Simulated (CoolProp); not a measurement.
Vapour-liquid equilibrium of CHF3 (R23) (1) + R125 (2) at -10.55 °C; x and y are mole fractions of (1).

Model: multi-fluid Helmholtz-energy mixture model, Penoncello 2003 and Lemmon 2005; pair parameters Bell 2016, in CoolProp.

| x | bubble pressure, mixture model (MPa) | bubble pressure, Raoult's law (MPa) | y, mixture model | y, Raoult's law |
|---|---|---|---|---|
| 0.05 | 0.5305 | 0.5426 | 0.138 | 0.171 |
| 0.2 | 0.7119 | 0.7499 | 0.431 | 0.495 |
| 0.35 | 0.9056 | 0.9572 | 0.616 | 0.678 |
| 0.5 | 1.108 | 1.164 | 0.744 | 0.797 |
| 0.65 | 1.319 | 1.372 | 0.839 | 0.879 |
| 0.8 | 1.539 | 1.579 | 0.915 | 0.940 |
| 0.95 | 1.773 | 1.786 | 0.980 | 0.987 |

The largest gap from Raoult's law is -5.4 % in bubble pressure, at x = 0.35. No azeotrope shows between x = 0.05 and 0.95.

Pair parameters are fitted to limited data, so mixtures are less certain than the pure fluids.
